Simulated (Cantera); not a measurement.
A perfectly stirred reactor is fed with C3H8 : O2 : N2 = 1 : 4.17 : 45.8 (molar parts), equivalence ratio 1.2, at 7500 Torr; it is adiabatic with a 775 K inlet, and is followed from long to short residence time, starting on the burning branch (τ in s: 0.24, 0.095, 0.038, 0.015, 0.0059, 0.0023, 0.00093, 0.00037, 0.00015, 5.8e-05, 2.3e-05, 9.1e-06, 3.6e-06).

Computed with Cantera and GRI-Mech 3.0 (53 species, 325 reactions). GRI-Mech 3.0 was tuned for natural gas; its chemistry of propane as a main component is partial and can be far from experiment.

Question: What does this change do: O2 4.17 to 6.6 parts?

Answer: 
```tsv
quantity	before	after
blow-out, bracketed by the residence times tried	burning at 0.930 ms, out at 0.370 ms	burning at 0.150 ms, out at 58.0 µs
x(C3H8) at τ = 0.240 s	1.28e-6	1.17e-7
x(O2) at τ = 0.240 s	0.000395	0.0294
x(HO2) at τ = 0.240 s	1.93e-7	6.13e-7
x(H2) at τ = 0.240 s	0.00820	1.48e-5
x(CH2O) at τ = 0.240 s	3.32e-6	1.10e-7
x(C3H8) at τ = 0.930 ms	0.000501	9.96e-6
x(O2) at τ = 0.930 ms	0.0195	0.0307
x(HO2) at τ = 0.930 ms	5.06e-5	1.27e-5
x(H2) at τ = 0.930 ms	0.00868	0.000333
x(CH2O) at τ = 0.930 ms	0.000308	7.87e-6
```

Question: What does this change do: pressure from 7500 Torr to 3750 Torr?

Answer: 
```
quantity                                                                        before                                after
------------------------------------------------  ------------------------------------  -----------------------------------
blow-out, bracketed by the residence times tried  burning at 0.930 ms, out at 0.370 ms  burning at 2.30 ms, out at 0.930 ms
x(C3H8) at τ = 0.240 s                                                         1.28e-6                              1.53e-6
x(O2) at τ = 0.240 s                                                          0.000395                             0.000425
x(HO2) at τ = 0.240 s                                                          1.93e-7                              1.85e-7
x(H2) at τ = 0.240 s                                                           0.00820                              0.00873
x(CH2O) at τ = 0.240 s                                                         3.32e-6                              3.36e-6
x(C3H8) at τ = 0.930 ms                                                       0.000501                               0.0196
x(O2) at τ = 0.930 ms                                                           0.0195                               0.0818
x(HO2) at τ = 0.930 ms                                                         5.06e-5                             1.40e-11
x(H2) at τ = 0.930 ms                                                          0.00868                               <1e-12
x(CH2O) at τ = 0.930 ms                                                       0.000308                               <1e-12
```
